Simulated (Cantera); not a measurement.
Thermodynamics of sublimation and decomposition of ceramics, feed Si3N4 + H2

A closed system holds: 1 mol Si3N4, 4.6 mol H2, at 1.00 bar.

Method: chemical equilibrium by Gibbs-energy minimisation in Cantera with the NASA 1993 tables (ideal gas, pure condensed phases). Candidate condensed phases: Si, Si3N4; 18 gas species. The tables' values for SiN are old estimates; treat these amounts as uncertain. Gases not in the tables: Si2H6 and higher silanes. The numbers say what is thermodynamically allowed, not how fast it happens.

| T (°C) | log p H2 | log p N2 | log p H | log p Si | n Si(l) |
|---|---|---|---|---|---|
| 1902 | -0.16 | -0.52 | -2.39 | -3.54 | 3.00 |
| 1952 | -0.16 | -0.52 | -2.27 | -3.33 | 2.99 |
| 2002 | -0.16 | -0.52 | -2.15 | -3.13 | 2.99 |
| 2052 | -0.16 | -0.52 | -2.04 | -2.94 | 2.99 |
| 2102 | -0.16 | -0.52 | -1.93 | -2.75 | 2.98 |
| 2152 | -0.17 | -0.52 | -1.83 | -2.57 | 2.97 |
| 2202 | -0.17 | -0.52 | -1.73 | -2.41 | 2.96 |
| 2252 | -0.17 | -0.53 | -1.64 | -2.24 | 2.94 |
| 2302 | -0.18 | -0.53 | -1.55 | -2.09 | 2.92 |
| 2352 | -0.18 | -0.53 | -1.46 | -1.94 | 2.88 |
| 2402 | -0.19 | -0.54 | -1.38 | -1.79 | 2.84 |
| 2452 | -0.20 | -0.54 | -1.30 | -1.65 | 2.78 |
| 2502 | -0.21 | -0.55 | -1.23 | -1.52 | 2.71 |
| 2552 | -0.22 | -0.56 | -1.16 | -1.39 | 2.60 |
log p: log10 of the partial pressure in bar; n: condensed amount in mol.

From 1902 °C to 2552 °C the condensed part is Si(l). The main Si-bearing gas is Si throughout.
